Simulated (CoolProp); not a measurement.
The fluid at 961.2 K and 0.124 MPa expands adiabatically to 0.0406 MPa with isentropic efficiency 0.7. The same conditions are run with several fluids, on thermodynamics alone (safety and materials aside).

Model: reference Helmholtz-energy equation of state of each fluid (normal hydrogen: Leachman 2009; oxygen: Schmidt 1985; water: Wagner 2002; nitrogen: Span 2000; carbon dioxide: Span 1996), in CoolProp.

Rank normal hydrogen, oxygen, water, nitrogen, carbon dioxide by work (kJ/kg), highest first.

normal hydrogen (2660), water (309), nitrogen (194), oxygen (171), carbon dioxide (130)

```json
[
 {"fluid": "normal hydrogen", "final temperature (K)": "781.3", "final density (kg/m³)": "0.0126"},
 {"fluid": "oxygen", "final temperature (K)": "801.4", "final density (kg/m³)": "0.195"},
 {"fluid": "water", "final temperature (K)": "821.3", "final density (kg/m³)": "0.107"},
 {"fluid": "nitrogen", "final temperature (K)": "791.5", "final density (kg/m³)": "0.173"},
 {"fluid": "carbon dioxide", "final temperature (K)": "853.2", "final density (kg/m³)": "0.252"}
]
```

Above 300 K oxygen's equation is extrapolated.
